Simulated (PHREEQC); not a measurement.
Dissolve 0.0024 mol HCl and 0.3 mol ZnSO4 per kg of water at 25 °C. Closed to the air; pH follows from the charge balance.

All values are PHREEQC results (ion-association model, wateq4f.dat), not measurements.

```
Quantity                   Value
-----------------  -------------
pH                          3.18
ionic strength     0.544 mol/kgw
activity of water          0.993
total alkalinity    -2.40 meq/kg
```

| species | molality | activity | log γ |
|---|---|---|---|
| Zn+2 | 0.136 | 0.0332 | -0.613 |
| ZnSO4 | 0.109 | 0.124 | 0.054 |
| SO4-2 | 0.0802 | 0.0159 | -0.702 |
| Zn(SO4)2-2 | 0.0546 | 0.0160 | -0.533 |
| Cl- | 0.00220 | 0.00141 | -0.195 |
| HSO4- | 0.00154 | 0.00102 | -0.180 |

This is a speciation only: nothing precipitates in the calculation. Complexes and solids missing from the database can't appear.
